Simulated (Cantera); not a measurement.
Mixture: CH4 : O2 : N2 = 1 : 4.55 : 21.4 (molar parts), at 6.30 bar, adiabatic and at constant pressure. Ignition delay is the time to a rise of 400 K.

Computed with Cantera and GRI-Mech 3.0 (53 species, 325 reactions).

Question: What does this change do: pressure from 6.30 bar to 11.0 bar?

Answer: 
```csv
quantity,before,after
delay at 1298 K,2.00 ms,1.18 ms
delay at 1398 K,0.673 ms,0.414 ms
delay at 1498 K,0.253 ms,0.160 ms
delay at 1598 K,0.106 ms,68.3 µs
delay at 1698 K,49.5 µs,31.9 µs
delay at 1798 K,25.7 µs,16.4 µs
delay at 1898 K,14.9 µs,9.16 µs
apparent activation energy between 1698 and 1898 K,160 kJ/mol,170 kJ/mol
```
